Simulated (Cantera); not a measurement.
Input (Python, Cantera):

```python
import numpy as np
import cantera as ct

gas = ct.Solution("gri30.yaml")
gas.TPX = 1575, 100000, {'CH4': 1, 'O2': 1.67, 'N2': 6.27, 'H2O': 0.66}
reactor = ct.IdealGasReactor(gas, energy="on", clone=False)
net = ct.ReactorNet([reactor])
net.rtol, net.atol = 1e-08, 1e-16
show = ['CH4', 'O2', 'HCN', 'NO', 'O', 'CH2O']
times = np.geomspace(1e-06, 7, 10)

steps = ct.SolutionArray(gas, extra=["t"])
rows = []
print(f"{'t/s':>10s}{'T/K':>9s}{'P/Pa':>11s}" + "".join(f"{s:>11s}" for s in show))
for t in times:
    while net.time < t:
        t_next = net.step()
        steps.append(gas.state, t=t_next)
    rows.append([np.interp(t, steps.t, y) for y in (steps.T, steps.P, *steps(*show).X.T)])
    print(f"{t:10.3e}{rows[-1][0]:9.1f}{rows[-1][1]:11.4g}" + "".join(f"{x:11.3e}" for x in rows[-1][2:]))
rate = np.gradient(steps.T, steps.t)
print("integrator steps:", len(steps.t))
if steps.T.max() > steps.T[0] + 200:
    print(f"time of steepest temperature rise: {steps.t[rate.argmax()]:.4e} s")
gas.TPX = 1575, 100000, {'CH4': 1, 'O2': 1.67, 'N2': 6.27, 'H2O': 0.66}
gas.equilibrate("UV")
print(f"equilibrium (UV): T = {gas.T:.1f} K  " + "  ".join(f"{s} {gas[s].X[0]:.3e}" for s in show))
```

Output:

```
       t/s      T/K       P/Pa        CH4         O2        HCN         NO          O       CH2O
 1.000e-06   1575.0      1e+05  1.042e-01  1.740e-01  4.439e-19  1.972e-16  1.331e-08  1.605e-09
 5.762e-06   1575.0      1e+05  1.042e-01  1.740e-01  1.974e-17  3.101e-15  1.909e-08  7.350e-08
 3.320e-05   1574.9  9.999e+04  1.041e-01  1.739e-01  8.698e-16  3.630e-14  4.788e-08  3.380e-06
 1.913e-04   1575.8  1.001e+05  1.035e-01  1.737e-01  8.377e-14  1.221e-12  3.795e-07  1.969e-04
 1.102e-03   2881.3  1.966e+05  5.883e-14  1.048e-02  5.337e-09  4.878e-03  5.444e-03  1.879e-09
 6.351e-03   2875.1  1.962e+05  6.235e-14  9.758e-03  7.828e-09  7.716e-03  5.138e-03  1.910e-09
 3.659e-02   2875.1  1.962e+05  6.235e-14  9.758e-03  7.828e-09  7.716e-03  5.138e-03  1.910e-09
 2.108e-01   2875.1  1.962e+05  6.235e-14  9.758e-03  7.828e-09  7.716e-03  5.138e-03  1.910e-09
 1.215e+00   2875.1  1.962e+05  6.235e-14  9.758e-03  7.828e-09  7.716e-03  5.138e-03  1.910e-09
 7.000e+00   2875.1  1.962e+05  6.235e-14  9.758e-03  7.828e-09  7.716e-03  5.138e-03  1.910e-09
integrator steps: 1840
time of steepest temperature rise: 6.6142e-04 s
equilibrium (UV): T = 2875.1 K  CH4 7.816e-14  O2 9.758e-03  HCN 7.828e-09  NO 7.716e-03  O 5.138e-03  CH2O 1.910e-09
```

Detailed kinetics in Cantera: GRI-Mech 3.0 (53 species, 325 reactions).
